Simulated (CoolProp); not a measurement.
The fluid at 478.83 K and 7.91 MPa flows at 7.2 m/s in a round tube of 1 mm bore and 1.5 µm roughness, fully developed (64/Re and Nu = 3.66 if laminar; Colebrook and Gnielinski if turbulent). The same conditions are run with several fluids, on thermodynamics alone (safety and materials aside).

Computed with CoolProp (reference Helmholtz-energy equation of state of each fluid (propylene: Lemmon 2013; R125: Lemmon 2005; R407C: Lemmon 2003; R123: Younglove 1994; carbon dioxide: Span 1996)). Blends and air are pseudo-pure fits.

Problem. Rank propylene, R125, R407C, R123, carbon dioxide by Reynolds number, highest first.

Solution. R125 (77500), R123 (76700), R407C (58900), propylene (40700), carbon dioxide (27500)

```csv
fluid,Darcy friction factor,pressure drop (Pa/m),heat-transfer coefficient (W/(m² K)),mass flow (kg/h)
propylene,0.0260,73800,6840,2.23
R125,0.0242,181000,7750,5.87
R407C,0.0249,139000,6400,4.38
R123,0.0243,553000,16200,17.9
carbon dioxide,0.0274,66500,2810,1.90
```

Transport values come from each fluid's own correlations; those of propylene are estimates that may be off by 10 % or more.
